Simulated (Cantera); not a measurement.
A perfectly stirred reactor is fed with 31.6 % H2, 14.4 % O2, 54.0 % N2, at 980000 Pa; it is adiabatic with a 375 K inlet, and is followed from long to short residence time, starting on the burning branch (τ in s: 0.33, 0.15, 0.064, 0.028, 0.012, 0.0054, 0.0024, 0.001, 0.00046, 0.0002, 8.9e-05, 3.9e-05, 1.7e-05).

Detailed kinetics in Cantera: the H2/O2 subset of GRI-Mech 3.0, which has no nitrogen chemistry. The hydrogen kinetics of GRI-Mech 3.0 are dated; newer H2 mechanisms differ, most at raised pressure.

x: mole fraction; the columns are a selection and need not sum to one.

| τ (s) | T (K) | x H2 | x O2 | x HO2 | x H2O2 | x H | x OH |
|---|---|---|---|---|---|---|---|
| 0.33 | 2494 | 0.0346 | 0.000320 | 3.50e-7 | 1.29e-7 | 0.00147 | 0.00289 |
| 0.15 | 2494 | 0.0346 | 0.000324 | 3.54e-7 | 1.30e-7 | 0.00147 | 0.00290 |
| 0.064 | 2493 | 0.0346 | 0.000333 | 3.63e-7 | 1.32e-7 | 0.00149 | 0.00292 |
| 0.028 | 2493 | 0.0346 | 0.000353 | 3.83e-7 | 1.37e-7 | 0.00151 | 0.00297 |
| 0.012 | 2491 | 0.0348 | 0.000400 | 4.32e-7 | 1.48e-7 | 0.00158 | 0.00307 |
| 0.0054 | 2488 | 0.0350 | ___ | ___ | ___ | 0.00170 | 0.00328 |
| 0.0024 | 2481 | 0.0354 | 0.000680 | 7.69e-7 | 2.16e-7 | 0.00195 | 0.00367 |
| 0.0010 | 2468 | 0.0364 | 0.00106 | 1.33e-6 | 3.09e-7 | 0.00244 | 0.00439 |
| 0.00046 | 2450 | 0.0377 | 0.00165 | 2.37e-6 | 4.44e-7 | 0.00316 | 0.00532 |
| 0.00020 | 2420 | 0.0399 | 0.00265 | 4.55e-6 | 6.57e-7 | 0.00436 | 0.00664 |
| 8.9e-5 | 2377 | 0.0429 | 0.00411 | 8.51e-6 | 9.34e-7 | 0.00616 | 0.00816 |
| 3.9e-5 | 2317 | 0.0469 | 0.00623 | 1.57e-5 | 1.29e-6 | 0.00896 | 0.00984 |
| 1.7e-5 | 2235 | 0.0522 | 0.00920 | 2.84e-5 | 1.73e-6 | 0.0132 | 0.0114 |

Question: Fill in the missing entries.

Answer: 
- 0.0054, x O2: 0.000493
- 0.0054, x HO2: 5.36e-7
- 0.0054, x H2O2: 1.71e-7
